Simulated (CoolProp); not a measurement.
Computed with CoolProp (reference Helmholtz-energy equation of state, Span 2000).

Problem. Give the vapour pressure (kPa), liquid density (kg/m³), enthalpy of vaporisation (kJ/kg), liquid cp (kJ/(kg K)) of saturated nitrogen at 77.7, 91, 104.3 K.

Solution. 
| T (K) | p (kPa) | liquid density (kg/m³) | enthalpy of vaporisation (kJ/kg) | liquid cp (kJ/(kg K)) |
|---|---|---|---|---|
| 77.7 | 106 | 805 | 199 | 2.04 |
| 91 | 392 | 740 | 179 | 2.15 |
| 104.3 | 1040 | 662 | 151 | 2.45 |
